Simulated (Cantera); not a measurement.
## Thermodynamics of silicon epitaxy and polysilicon growth, feed Si2H6 + H2

Charge: 1 mol Si2H6, 21 mol H2, held at 1773 K.

Method: chemical equilibrium by Gibbs-energy minimisation in Cantera with the NASA 1993 tables (ideal gas, pure condensed phases). Candidate condensed phases: Si; 9 gas species. The feed counts by its element totals alone. Gases not in the tables: Si2H6 and higher silanes. Rates play no part.

| P (Pa) | x H2 | x H | x Si | x SiH | x SiH2 | x Si2 | x Si3 | x SiH4 | n Si(l) |
|---|---|---|---|---|---|---|---|---|---|
| 100 | 0.989 | 0.00895 | 0.00213 | 8.27e-5 | 2.44e-5 | 1.18e-5 | 2.86e-6 | 1.13e-9 | 1.95 |
| 300 | 0.994 | 0.00518 | 0.000710 | 4.79e-5 | 2.45e-5 | 3.95e-6 | 9.54e-7 | 3.44e-9 | 1.98 |
| 880 | 0.997 | 0.00303 | 0.000242 | 2.80e-5 | 2.46e-5 | 1.35e-6 | 3.25e-7 | 1.01e-8 | 1.99 |
| 2600 | 0.998 | 0.00176 | 8.19e-5 | 1.63e-5 | 2.46e-5 | 4.56e-7 | 1.10e-7 | 3.00e-8 | 2.00 |
| 7700 | 0.999 | 0.00102 | 2.77e-5 | 9.47e-6 | 2.46e-5 | 1.54e-7 | 3.72e-8 | 8.90e-8 | 2.00 |
| 23000 | 0.999 | 0.000593 | 9.26e-6 | 5.48e-6 | 2.47e-5 | 5.15e-8 | 1.24e-8 | 2.66e-7 | 2.00 |
| 68000 | 1.000 | 0.000345 | 3.13e-6 | 3.19e-6 | 2.47e-5 | 1.74e-8 | 4.21e-9 | 7.87e-7 | 2.00 |
| 200000 | 1.000 | 0.000201 | 1.07e-6 | 1.86e-6 | 2.47e-5 | 5.92e-9 | 1.43e-9 | 2.32e-6 | 2.00 |
x: gas mole fraction; n: condensed amount in mol.

From 1.00 mbar to 2.00 bar the condensed part is Si(l). The main Si-bearing gas is Si at 1.00 mbar and SiH2 at 2.00 bar.
